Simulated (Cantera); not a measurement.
What does this Cantera script print?

```python
import numpy as np
import cantera as ct

gas = ct.Solution("gri30.yaml")
gas.TPX = 1375, 22000, {'C2H4': 1, 'O2': 1.36, 'N2': 5.13, 'CO2': 0.3}
reactor = ct.IdealGasReactor(gas, energy="on", clone=False)
net = ct.ReactorNet([reactor])
net.rtol, net.atol = 1e-08, 1e-16
show = ['C2H4', 'O2', 'CO2', 'H2', 'CH3', 'NO', 'C2H2']
times = np.geomspace(3e-06, 6, 10)

steps = ct.SolutionArray(gas, extra=["t"])
rows = []
print(f"{'t/s':>10s}{'T/K':>9s}{'P/Pa':>11s}" + "".join(f"{s:>11s}" for s in show))
for t in times:
    while net.time < t:
        t_next = net.step()
        steps.append(gas.state, t=t_next)
    rows.append([np.interp(t, steps.t, y) for y in (steps.T, steps.P, *steps(*show).X.T)])
    print(f"{t:10.3e}{rows[-1][0]:9.1f}{rows[-1][1]:11.4g}" + "".join(f"{x:11.3e}" for x in rows[-1][2:]))
rate = np.gradient(steps.T, steps.t)
print("integrator steps:", len(steps.t))
if steps.T.max() > steps.T[0] + 200:
    print(f"time of steepest temperature rise: {steps.t[rate.argmax()]:.4e} s")
gas.TPX = 1375, 22000, {'C2H4': 1, 'O2': 1.36, 'N2': 5.13, 'CO2': 0.3}
gas.equilibrate("UV")
print(f"equilibrium (UV): T = {gas.T:.1f} K  " + "  ".join(f"{s} {gas[s].X[0]:.3e}" for s in show))
```

Result:

```
       t/s      T/K       P/Pa       C2H4         O2        CO2         H2        CH3         NO       C2H2
 3.000e-06   1375.0    2.2e+04  1.284e-01  1.746e-01  3.851e-02  1.788e-07  3.353e-11  4.217e-21  1.787e-07
 1.504e-05   1375.0    2.2e+04  1.284e-01  1.746e-01  3.851e-02  8.974e-07  1.097e-09  1.947e-19  8.961e-07
 7.540e-05   1375.0    2.2e+04  1.284e-01  1.746e-01  3.851e-02  5.053e-06  4.055e-07  8.258e-17  4.568e-06
 3.780e-04   2883.5  5.635e+04  1.837e-10  5.655e-05  2.119e-02  1.194e-01  1.492e-06  7.768e-04  3.540e-06
 1.895e-03   2739.9  5.407e+04  4.349e-19  2.284e-04  2.162e-02  1.139e-01  8.083e-12  8.982e-04  2.042e-14
 9.499e-03   2732.6  5.395e+04  3.634e-19  2.389e-04  2.165e-02  1.137e-01  7.210e-12  9.292e-04  1.739e-14
 4.762e-02   2732.6  5.395e+04  3.634e-19  2.388e-04  2.165e-02  1.137e-01  7.210e-12  9.299e-04  1.739e-14
 2.387e-01   2732.6  5.395e+04  3.634e-19  2.388e-04  2.165e-02  1.137e-01  7.210e-12  9.299e-04  1.739e-14
 1.197e+00   2732.6  5.395e+04  3.634e-19  2.388e-04  2.165e-02  1.137e-01  7.210e-12  9.299e-04  1.739e-14
 6.000e+00   2732.6  5.395e+04  3.634e-19  2.388e-04  2.165e-02  1.137e-01  7.210e-12  9.299e-04  1.739e-14
integrator steps: 1693
time of steepest temperature rise: 2.0542e-04 s
equilibrium (UV): T = 2732.6 K  C2H4 3.844e-19  O2 2.388e-04  CO2 2.165e-02  H2 1.137e-01  CH3 8.089e-12  NO 9.299e-04  C2H2 1.837e-14
```

Cantera simulation using GRI-Mech 3.0 (53 species, 325 reactions); the numbers are that mechanism's predictions, not measurements. GRI-Mech 3.0 was tuned for natural gas; its chemistry of ethylene as a main component is partial and can be far from experiment.
